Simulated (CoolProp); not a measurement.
A single-stage vapour-compression cycle with fluoroethane (R161): evaporating at 209.15 K (dew point), condensing at 264.15 K (bubble point), superheat 5 K, subcooling 0 K, compressor efficiency 0.85, no pressure losses. Each further row changes one setting.

Values from CoolProp's reference Helmholtz-energy equation of state, Wu 2012.

```json
[
 {"case": "as stated", "cooling COP": "2.59", "pressure ratio": "12.8", "discharge temperature (K)": "333.4", "refrigerating effect (kJ/kg)": "348", "volumetric capacity (kJ/m³)": "239"},
 {"case": "evaporating temperature 214.15 K", "cooling COP": "2.99", "pressure ratio": "9.51", "discharge temperature (K)": "325.2", "refrigerating effect (kJ/kg)": "353", "volumetric capacity (kJ/m³)": "318"},
 {"case": "condensing temperature 259.15 K", "cooling COP": "2.91", "pressure ratio": "10.6", "discharge temperature (K)": "324.4", "refrigerating effect (kJ/kg)": "358", "volumetric capacity (kJ/m³)": "246"},
 {"case": "subcooling 5 K", "cooling COP": "2.67", "pressure ratio": "12.8", "discharge temperature (K)": "333.4", "refrigerating effect (kJ/kg)": "358", "volumetric capacity (kJ/m³)": "246"},
 {"case": "superheat 15 K", "cooling COP": "2.56", "pressure ratio": "12.8", "discharge temperature (K)": "344.8", "refrigerating effect (kJ/kg)": "358", "volumetric capacity (kJ/m³)": "235"},
 {"case": "compressor efficiency 0.75", "cooling COP": "2.29", "pressure ratio": "12.8", "discharge temperature (K)": "346.0", "refrigerating effect (kJ/kg)": "348", "volumetric capacity (kJ/m³)": "239"}
]
```
